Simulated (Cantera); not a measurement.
# Premixed flame

A freely propagating, adiabatic, planar premixed flame of CO : H₂ : O₂ : N₂ : H₂O = 1 : 0.98 : 0.66 : 2.48 : 0.35 (molar parts), unburnt at 698 K and 101000 Pa; mixture-averaged transport, grid criteria slope 0.08 and curve 0.16, no radiation.

Cantera simulation using GRI-Mech 3.0 (53 species, 325 reactions); the numbers are that mechanism's predictions, not measurements. Burning velocities carry a grid error of a few per cent, more on coarse grids.

```csv
z (mm),T (K),u (m/s),x CO,x H₂,x O₂,x CO₂,x H₂O,x HO₂
-1.62,698,6.76,0.183,0.179,0.121,<1e-8,0.0640,<1e-8
-1.08,698,6.76,0.183,0.179,0.121,<1e-8,0.0640,<1e-8
-0.809,698,6.76,0.183,0.179,0.121,<1e-8,0.0640,<1e-8
-0.539,698,6.76,0.183,0.179,0.121,<1e-8,0.0640,3.96e-7
-0.270,705,6.81,0.183,0.176,0.121,6.05e-5,0.0645,0.000167
-0.135,849,8.09,0.183,0.156,0.116,0.00238,0.0760,0.000213
0,1250,11.6,0.174,0.0899,0.0826,0.0149,0.134,8.17e-5
0.135,1554,14.3,0.149,0.0442,0.0379,0.0433,0.185,2.86e-5
0.270,1709,15.5,0.126,0.0412,0.0230,0.0683,0.191,1.46e-5
0.539,1865,16.7,0.108,0.0458,0.0152,0.0897,0.190,8.12e-6
1.08,2010,17.8,0.104,0.0462,0.0112,0.0961,0.197,5.13e-6
2.16,2143,18.8,0.104,0.0437,0.00798,0.0978,0.208,3.22e-6
4.32,2256,19.6,0.104,0.0411,0.00500,0.101,0.218,1.86e-6
```
x: mole fraction of selected species; z is measured from the peak of heat release.

```
Property                     Value
------------------------  --------
laminar burning velocity  676 cm/s
thermal thickness         0.539 mm
peak x(HO₂)               0.000272
grid points                    142
```
